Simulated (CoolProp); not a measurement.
Vapour-liquid equilibrium of ethane (1) + n-perfluorobutane (2) at 5.26 bar; x and y are mole fractions of (1).

The numbers come from the multi-fluid Helmholtz-energy mixture model, Bücker 2006 and Gao 2022; pair parameters Bell 2016 in CoolProp.

Give the bubble temperature and the first vapour's composition at x = 0.35, 0.8, 0.95. Is there an azeotrope?

x = 0.35: 237.7 K, y = 0.964; x = 0.8: 226.7 K, y = 0.987; x = 0.95: 223.2 K, y = 0.996. No azeotrope shows between x = 0.05 and 0.95.

The pair parameters rest on a limited set of measurements; away from them the model extrapolates. With so large a gap from Raoult's law the liquid may split in two, which this calculation doesn't test in full.
